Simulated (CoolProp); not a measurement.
A single-stage vapour-compression cycle with R143a: evaporating at 243.15 K (dew point), condensing at 307.15 K (bubble point), superheat 5 K, subcooling 2 K, compressor efficiency 0.85, no pressure losses. Each further row changes one setting.

Model: reference Helmholtz-energy equation of state, Lemmon and Jacobsen 2000, in CoolProp.

| case | cooling COP | pressure ratio | discharge temperature (K) | refrigerating effect (kJ/kg) | volumetric capacity (kJ/m³) |
|---|---|---|---|---|---|
| as stated | 2.20 | 7.37 | 330.2 | 125 | 1180 |
| evaporating temperature 248.15 K | 2.51 | 6.06 | 328.1 | 128 | 1460 |
| condensing temperature 302.15 K | 2.51 | 6.51 | 324.3 | 133 | 1260 |
| subcooling 7 K | 2.35 | 7.37 | 330.2 | 133 | 1260 |
| superheat 15 K | 2.23 | 7.37 | 340.2 | 134 | 1200 |
| compressor efficiency 0.75 | 1.94 | 7.37 | 336.2 | 125 | 1180 |
